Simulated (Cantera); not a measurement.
Feed: 1 mol FeS, 3.1 mol H2S, 0.78 mol O2, held at 1475 K and 4500 Pa.

Cantera equilibrium calculation (NASA polynomials, part measured and part estimated; ideal gas, pure solids and liquids). Candidate condensed phases: Fe, FeO, Fe(OH)2, Fe(OH)3, FeS, FeSO4, FeS2, Fe2O3, Fe2(SO4)3, Fe3O4, H2O, H2SO4, S; 22 gas species. FeS: taken at fixed stoichiometry. Kinetics and transport are ignored.

Base state: H2O 0.335, S2 0.286, H2 0.249, H2S 0.116, SO2 0.00811, SH 0.00391, SO 0.00104, S2O 0.000814 (mole fractions); condensed: FeS(l).

Task: What changes in the equilibrium state with this change: 0.0086 mol CH4 added?

Result: 
```tsv
species	before	after
H2O	0.335	0.332
S2	0.286	0.284
H2	0.249	0.252
H2S	0.116	0.117
CO	0	0.00125
CO2	0	0.000665
COS	0	1.93e-5
SO2	0.00811	0.00773
S2O	0.000814	0.000791
FeS(l), mol	1.000	1.000
```
Further candidate phases: C, C6H6, C7H8, C8H18, Fe(CO)5.
